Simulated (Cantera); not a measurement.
Input (Python, Cantera) and output of one run.

```python
import numpy as np
import cantera as ct

gas_names = [...]  # 92 gases of nasa_gas.yaml made of C, H, N
cond_names = """
    C(gr) C6H6(L) C7H8(L) C8H18(L),n-octa
""".split()


# ... load() reads the species with a 1 bar reference pressure and builds the phases ...
atoms = {
    'toluene': {'C': 7, 'H': 8},
    'NH3': {'N': 1, 'H': 3},
}
top_T = {'C(gr)': 4500}  # K; cautious upper limits of use, not melting points


# ... equilibrate(T, P, feed) seeds the gas with the atoms and calls Mixture.equilibrate('TP', solver="vcs", rtol=1e-11, max_steps=5000) ...
results = []
feed = {'toluene': 1, 'NH3': 0.022}  # mol
P = 6500000  # Pa
for T in [925, 1125, 1325, 1525, 1725, 1925, 2125, 2325]:
    mix = equilibrate(T, P, feed)
    results.append((T, P, feed, dict(zip(mix.species_names, mix.species_moles))))

top = {s: max(r[3][s] / sum(r[3][g] for g in gas_names) for r in results) for s in gas_names}
cols = sorted((s for s in top if top[s] > 0.0001), key=lambda s: -top[s])[:7]
seen = [c for c in cond_names if any(r[3].get(c, 0) > 1e-12 for r in results)]
print("log10 of partial pressures in bar; condensed amounts in mol")
print(f"{'T/K':>10s}" + "".join(f"{s[:9]:>10s}" for s in cols + seen))
for T, P, feed, n in results:
    ng = sum(n[g] for g in gas_names)
    print(f"{T:10.4g}" + "".join(f"{np.log10(max(n[s] / ng * P / 1e5, 1e-99)):10.3f}" for s in cols)
          + "".join(f"{n.get(c, 0):10.4g}" for c in seen))
```

Result:

```
log10 of partial pressures in bar; condensed amounts in mol
       T/K        H2       CH4 C2H2,acet        N2       HCN         H       NH3     C(gr)
       925     1.171     1.698    -8.726    -0.527    -5.528    -8.999    -1.510     5.245
      1125     1.520     1.500    -6.119    -0.603    -4.054    -6.592    -1.578     5.676
      1325     1.688     1.203    -4.382    -0.676    -3.077    -4.942    -1.754     6.201
      1525     1.758     0.874    -3.159    -0.722    -2.383    -3.747    -1.964     6.581
      1725     1.786     0.571    -2.250    -0.754    -1.862    -2.838    -2.162     6.778
      1925     1.797     0.312    -1.542    -0.791    -1.462    -2.121    -2.340     6.868
      2125     1.802     0.096    -0.974    -0.851    -1.155    -1.539    -2.505     6.902
      2325     1.803    -0.085    -0.508    -0.947    -0.927    -1.057    -2.668     6.898
```

These are equilibrium values from Cantera (NASA tables, ideal gas, pure condensed phases), not measurements of a reactor. The ideal-gas law is rough above about 30 bar.
